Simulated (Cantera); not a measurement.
Cantera run, input and output.

```python
import numpy as np
import cantera as ct

gas = ct.Solution("gri30.yaml")
gas.TPX = 1198, 16000, {'N2O': 1, 'O2': 1.3}
reactor = ct.IdealGasConstPressureReactor(gas, energy="off", clone=False)
net = ct.ReactorNet([reactor])
net.rtol, net.atol = 1e-08, 1e-18
show = ['N2O', 'O2', 'NO2', 'O', 'NO', 'N2']
times = np.geomspace(0.0001, 1, 13)

steps = ct.SolutionArray(gas, extra=["t"])
rows = []
print(f"{'t/s':>10s}{'T/K':>9s}{'P/Pa':>11s}" + "".join(f"{s:>11s}" for s in show))
for t in times:
    while net.time < t:
        t_next = net.step()
        steps.append(gas.state, t=t_next)
    rows.append([np.interp(t, steps.t, y) for y in (steps.T, steps.P, *steps(*show).X.T)])
    print(f"{t:10.3e}{rows[-1][0]:9.1f}{rows[-1][1]:11.4g}" + "".join(f"{x:11.3e}" for x in rows[-1][2:]))
rate = np.gradient(steps.T, steps.t)
print("integrator steps:", len(steps.t))
if steps.T.max() > steps.T[0] + 200:
    print(f"time of steepest temperature rise: {steps.t[rate.argmax()]:.4e} s")
gas.TPX = 1198, 16000, {'N2O': 1, 'O2': 1.3}
gas.equilibrate("TP")
print(f"equilibrium (TP): T = {gas.T:.1f} K  " + "  ".join(f"{s} {gas[s].X[0]:.3e}" for s in show))
```

Output:

```
       t/s      T/K       P/Pa        N2O         O2        NO2          O         NO         N2
 1.000e-04   1198.0    1.6e+04  4.348e-01  5.652e-01  1.009e-13  1.210e-06  1.745e-07  2.799e-06
 2.154e-04   1198.0    1.6e+04  4.348e-01  5.652e-01  1.044e-12  1.616e-06  5.821e-07  6.918e-06
 4.642e-04   1198.0    1.6e+04  4.348e-01  5.652e-01  7.829e-12  1.752e-06  1.614e-06  1.645e-05
 1.000e-03   1198.0    1.6e+04  4.347e-01  5.652e-01  4.528e-11  1.760e-06  3.897e-06  3.725e-05
 2.154e-03   1198.0    1.6e+04  4.347e-01  5.652e-01  2.309e-10  1.760e-06  8.818e-06  8.207e-05
 4.642e-03   1198.0    1.6e+04  4.346e-01  5.652e-01  1.110e-09  1.760e-06  1.942e-05  1.786e-04
 1.000e-02   1198.0    1.6e+04  4.343e-01  5.653e-01  5.134e-09  1.760e-06  4.224e-05  3.865e-04
 2.154e-02   1198.0    1.6e+04  4.337e-01  5.654e-01  2.294e-08  1.759e-06  9.134e-05  8.338e-04
 4.642e-02   1198.0    1.6e+04  4.325e-01  5.655e-01  9.713e-08  1.759e-06  1.968e-04  1.795e-03
 1.000e-01   1198.0    1.6e+04  4.298e-01  5.659e-01  3.728e-07  1.759e-06  4.227e-04  3.855e-03
 2.154e-01   1198.0    1.6e+04  4.242e-01  5.667e-01  1.221e-06  1.757e-06  9.032e-04  8.241e-03
 4.642e-01   1198.0    1.6e+04  4.124e-01  5.683e-01  3.293e-06  1.753e-06  1.912e-03  1.746e-02
 1.000e+00   1198.0    1.6e+04  3.882e-01  5.715e-01  7.624e-06  1.744e-06  3.967e-03  3.628e-02
integrator steps: 475
equilibrium (TP): T = 1198.0 K  N2O 4.307e-09  O2 6.427e-01  NO2 2.714e-06  O 4.846e-08  NO 2.280e-04  N2 3.570e-01
```

Cantera simulation using GRI-Mech 3.0 (53 species, 325 reactions); the numbers are that mechanism's predictions, not measurements. GRI-Mech 3.0 was tuned for natural gas; its chemistry of N2O as a main component is partial and can be far from experiment. The mechanism lacks the step 2 NO + O2 → 2 NO2, which can matter for NO2 below about 1400 K. The temperature is held fixed by assumption; the heat of reaction is taken as removed at once.
